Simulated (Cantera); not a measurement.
What does this Cantera script print?

```python
import numpy as np
import cantera as ct

surf = ct.Interface("diamond.yaml", "diamond_100")
gas, bulk = surf.adjacent["gas"], surf.adjacent["diamond"]
k = surf.kinetics_species_index(bulk.species_names[0])
cover = ["c6HH", "c6H*", "c6*H", "c6**", "c6HM", "c6B"]

rows, drift = [], 0.0
print(f"{'T':>10s}{'um/h':>11s}" + "".join(f"{s:>11s}" for s in cover))
for v in [900, 975, 1050, 1125, 1200, 1275, 1350]:
    T, P, xH, xCH3 = v, 3400, 0.03, 0.0014
    gas.TPX = T, P, {"H": xH, "CH3": xCH3, "CH4": 0.0045, "H2": 1 - xH - xCH3 - 0.0045}
    surf.TP = bulk.TP = T, P
    surf.coverages = "c6H*:0.1, c6HH:0.9"
    surf.advance_coverages(100.0)
    before = surf.coverages
    surf.advance_coverages(100.0)
    drift = max(drift, np.max(np.abs(surf.coverages - before) / (surf.coverages + 1e-9)))
    rate = surf.net_production_rates[k] * bulk.mean_molecular_weight / bulk.density * 3.6e9
    rows.append([rate, *surf[cover].coverages])
    print(f"{v:10.4g}{rate:11.4e}" + "".join(f"{x:11.3e}" for x in rows[-1][1:]))
```

Output:

```
         T       um/h       c6HH       c6H*       c6*H       c6**       c6HM        c6B
       900 1.4231e+01  6.599e-01  1.015e-02  2.791e-01  4.168e-03  3.755e-02  3.862e-08
       975 2.1521e+01  5.976e-01  1.577e-02  3.426e-01  7.811e-03  2.712e-02  5.840e-08
      1050 2.9529e+01  5.371e-01  2.250e-02  3.988e-01  1.323e-02  1.963e-02  8.013e-08
      1125 3.5251e+01  4.818e-01  3.006e-02  4.466e-01  2.067e-02  1.333e-02  9.566e-08
      1200 3.2528e+01  4.328e-01  3.821e-02  4.862e-01  3.031e-02  7.258e-03  8.827e-08
      1275 2.2738e+01  3.890e-01  4.657e-02  5.167e-01  4.207e-02  2.789e-03  6.170e-08
      1350 1.6436e+01  3.496e-01  5.473e-02  5.375e-01  5.565e-02  8.469e-04  4.460e-08
```

Model: the Harris–Goodwin 1993 mechanism for the reconstructed diamond (100) surface, integrated in Cantera.
